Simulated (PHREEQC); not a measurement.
Consider water at 50 °C with 100 mmol/kgw HBr. Closed to the air; pH follows from the charge balance.

Equilibrium calculation in PHREEQC: ion-association model, wateq4f.dat.

No solid was allowed to form.

Predict the pH.

pH 1.09.

Complexes and solids missing from the database can't appear. At this temperature some constants are extrapolated from 25 °C, and those without enthalpy data are left unchanged.
